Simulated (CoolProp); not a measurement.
Vapour-liquid equilibrium of CF4 (R14) (1) + R13 (2) at 160.6 K; x and y are mole fractions of (1).

Model: multi-fluid Helmholtz-energy mixture model, Platzer 1990 and Platzer 1990; pair parameters Bell 2016, in CoolProp. This equation is an older, rougher fit; its heat capacities, sound speeds and derivatives of the liquid may be far off and weren't checked against measurements.

| x | bubble pressure, mixture model (kPa) | bubble pressure, Raoult's law (kPa) | y, mixture model | y, Raoult's law |
|---|---|---|---|---|
| 0.05 | 32.44 | 25.95 | 0.609 | 0.517 |
| 0.15 | 66.52 | 51.45 | 0.825 | 0.782 |
| 0.25 | 95.88 | 76.96 | 0.889 | 0.871 |
| 0.35 | 121.7 | 102.5 | [?] | 0.916 |
| 0.45 | 145.1 | 128.0 | [?] | 0.943 |
| 0.55 | 167.0 | 153.5 | 0.955 | 0.961 |
| 0.65 | 188.1 | 179.0 | [?] | 0.974 |
| 0.75 | 209.4 | 204.5 | 0.977 | 0.984 |
| 0.85 | 231.5 | 230.0 | 0.986 | 0.991 |
| 0.95 | 255.4 | 255.5 | [?] | 0.997 |

Question: What belongs in the gaps?

Answer: 
- 0.35, y, mixture model: 0.921
- 0.45, y, mixture model: 0.941
- 0.65, y, mixture model: 0.966
- 0.95, y, mixture model: 0.995

The largest gap from Raoult's law is +29.3 % in bubble pressure, at x = 0.15. No azeotrope shows between x = 0.05 and 0.95.

The pair parameters rest on a limited set of measurements; away from them the model extrapolates.
